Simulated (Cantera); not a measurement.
Input: 1 mol Cu, 0.39 mol O2, 0.94 mol CO, at 42.0 Pa.

Cantera equilibrium calculation (NASA polynomials, part measured and part estimated; ideal gas, pure solids and liquids). Candidate condensed phases: C, Cu, CuO, Cu2O; 15 gas species. Kinetics and transport are ignored. All values below are at 1600 K.

Base state: CO2 0.751, CO 0.154, Cu 0.0947, Cu2 6.77e-5, O2 2.25e-5 (mole fractions); condensed: Cu(l).

What changes in the equilibrium state with this change: O2 from 0.39 to 0.0071 mol?


```csv
species,before,after
CO,0.154,0.892
Cu,0.0947,0.0947
CO2,0.751,0.0137
O2,2.25e-5,<1e-9
Cu2,6.77e-5,6.77e-5
"Cu(l), mol",0.902,0.902
```
